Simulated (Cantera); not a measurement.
Feed: 1 mol CO, 2.7 mol NH3, 1.8 mol H2, 0.17 mol CO2, at 1175 K and 133 Pa.

Method: chemical equilibrium by Gibbs-energy minimisation in Cantera with the NASA 1993 tables (ideal gas, pure condensed phases). Candidate condensed phases: C, C6H6, C7H8, C8H18, H2O; 136 gas species. Kinetics and transport are ignored.

Base state: H2 0.681, N2 0.161, CO 0.137, H2O 0.0176, CO2 0.00276 (mole fractions); condensed: gas only.

### Question
What changes in the equilibrium state with this change: temperature from 1175 K to 1798 K?

### Answer
```tsv
species	before	after
H2	0.681	0.673
N2	0.161	0.161
CO	0.137	0.138
H	2.77e-6	0.00791
CO2	0.00276	0.00103
H2O	0.0176	0.0192
OH	<1e-9	1.48e-5
```

### Question
What changes in the equilibrium state with this change: CO2 from 0.17 to 0.057 mol?

### Answer
```csv
species,before,after
H2,0.681,0.702
N2,0.161,0.163
CO,0.137,0.127
H2O,0.0176,0.00605
CO2,0.00276,0.000855
```
